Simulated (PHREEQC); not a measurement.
Consider water at 80 °C with 0.0058 mol/kgw HF, 0.0069 mol/kgw NH4F and 0.00051 mol/kgw H2SiF6. Closed to the air; pH follows from the charge balance.

Computed with PHREEQC (ion-association model, phreeqc.dat).

Precipitation was switched off in this run.

### Question
Estimate the pH, ionic strength.

### Answer
pH 3.57; ionic strength 0.00762 mol/kgw.

### Question
In which forms is Si present?

### Answer
SiF6-2 83 %, H4SiO4 17 % of the Si.

Away from 25 °C the constants follow the database's enthalpies or fits; those with neither stay at their 25 °C values. SiF6-2 is the database's only silicon fluoride.
